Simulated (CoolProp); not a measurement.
The numbers come from the reference Helmholtz-energy equation of state, Lemmon 2006 in CoolProp. It is a short technical equation, of lower accuracy than the large ones.

For carbon monoxide, give the phase and the speed of sound (m/s) at 103.9 K and 101 kPa; 120 K and 101 kPa.


- 103.9 K and 101 kPa: gas; speed of sound 205
- 120 K and 101 kPa: gas; speed of sound 222
